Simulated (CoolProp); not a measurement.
A single-stage vapour-compression cycle with R114: evaporating at 286.15 K (dew point), condensing at 328.15 K (bubble point), superheat 10 K, subcooling 5 K, compressor efficiency 0.8, no pressure losses. Each further row changes one setting.

Computed with CoolProp (reference Helmholtz-energy equation of state, Platzer 1990). This equation is an older, rougher fit; its heat capacities, sound speeds and derivatives of the liquid may be far off and weren't checked against measurements.

```tsv
case	cooling COP	pressure ratio	discharge temperature (K)	refrigerating effect (kJ/kg)	volumetric capacity (kJ/m³)
as stated	4.63	3.56	333.4	102	1070
evaporating temperature 291.15 K	5.49	3.00	333.7	106	1290
condensing temperature 323.15 K	5.43	3.12	329.2	108	1120
subcooling 10 K	4.86	3.56	333.4	108	1120
superheat 20 K	4.75	3.56	343.6	109	1100
compressor efficiency 0.7	4.05	3.56	337.4	102	1070
```
